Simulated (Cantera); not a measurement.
**Thermodynamics of carbon deposition, reforming and gasification, feed C3H8 + H2**

A closed system holds: 1 mol C3H8, 7.6 mol H2, held at 0.420 bar.

Cantera equilibrium calculation (NASA polynomials, part measured and part estimated; ideal gas, pure solids and liquids). Candidate condensed phases: C, C6H6, C7H8, C8H18; 76 gas species. The numbers say what is thermodynamically allowed, not how fast it happens.

From 525 K to 775 K nothing is condensed. From 800 K to 850 K the condensed part is C(graphite). The main C-bearing gas is CH4 throughout.

| T (K) | x H2 | x CH4 | x C2H6 | x C2H4 | n C(graphite) |
|---|---|---|---|---|---|
| 525 | 0.651 | 0.349 | 1.53e-8 | <1e-12 | 0 |
| 550 | 0.651 | 0.349 | 3.12e-8 | <1e-12 | 0 |
| 575 | 0.651 | 0.349 | 6.00e-8 | <1e-12 | 0 |
| 600 | 0.651 | 0.349 | 1.10e-7 | 1.65e-12 | 0 |
| 625 | 0.651 | 0.349 | 1.91e-7 | 8.90e-12 | 0 |
| 650 | 0.651 | 0.349 | 3.21e-7 | 4.25e-11 | 0 |
| 675 | 0.651 | 0.349 | 5.19e-7 | 1.81e-10 | 0 |
| 700 | 0.651 | 0.349 | 8.12e-7 | 7.00e-10 | 0 |
| 725 | 0.651 | 0.349 | 1.24e-6 | 2.47e-9 | 0 |
| 750 | 0.651 | 0.349 | 1.83e-6 | 8.02e-9 | 0 |
| 775 | 0.651 | 0.349 | 2.64e-6 | 2.42e-8 | 0 |
| 800 | 0.713 | 0.287 | 2.31e-6 | 3.86e-8 | 0.413 |
| 825 | 0.773 | 0.227 | 1.85e-6 | 5.45e-8 | 0.854 |
| 850 | 0.823 | 0.177 | 1.44e-6 | 7.34e-8 | 1.26 |
x: gas mole fraction; n: condensed amount in mol.
